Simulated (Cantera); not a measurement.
An isothermal, constant-pressure homogeneous reactor starts with 35.7 % CH4, 64.3 % CO2, at 1948 K and 280000 Pa.

Detailed kinetics in Cantera: GRI-Mech 3.0 (53 species, 325 reactions).

x: mole fraction; the columns are a selection and need not sum to one.

```
t (s)       x CH4   x CO2     x CH2    x C2H2    x HCO    x CH2O     x HO2
--------  -------  ------  --------  --------  -------  --------  --------
2.00e-5     0.321   0.632   5.48e-6   0.00123  8.02e-7  0.000168  4.91e-12
4.93e-5     0.254   0.596   5.60e-6    0.0155  1.06e-6  0.000179  1.08e-11
0.000121    0.171   0.525   3.80e-6    0.0541  6.15e-7  0.000102  1.98e-11
0.000299   0.0959   0.420   3.05e-6    0.0868  3.56e-7   6.09e-5  2.92e-11
0.000737   0.0398   0.280   2.99e-6     0.104  2.38e-7   4.03e-5  3.78e-11
0.00182    0.0152   0.170   2.88e-6    0.0960  2.09e-7   2.49e-5  4.51e-11
0.00447    0.0115   0.122   1.68e-6    0.0669  1.92e-7   1.11e-5  2.41e-11
0.0110    0.00883  0.0867   7.98e-7    0.0364  1.97e-7   4.25e-6  1.08e-11
0.0271          …       …         …         …  2.12e-7         …  5.35e-12
0.0669    0.00170  0.0508   7.43e-8   0.00176  2.21e-7   4.77e-7  3.51e-12
0.165     4.96e-5  0.0484   1.86e-9   6.73e-6  2.23e-7   1.90e-7  3.22e-12
0.406     5.93e-8  0.0484  2.29e-12  4.34e-11  2.24e-7   1.82e-7  3.23e-12
1.00      5.90e-8  0.0484  2.28e-12  4.23e-11  2.24e-7   1.82e-7  3.23e-12
```

What belongs in the gaps?


- 0.0271, x CH4: 0.00521
- 0.0271, x CO2: 0.0625
- 0.0271, x CH2: 3.11e-7
- 0.0271, x C2H2: 0.0131
- 0.0271, x CH2O: 1.48e-6
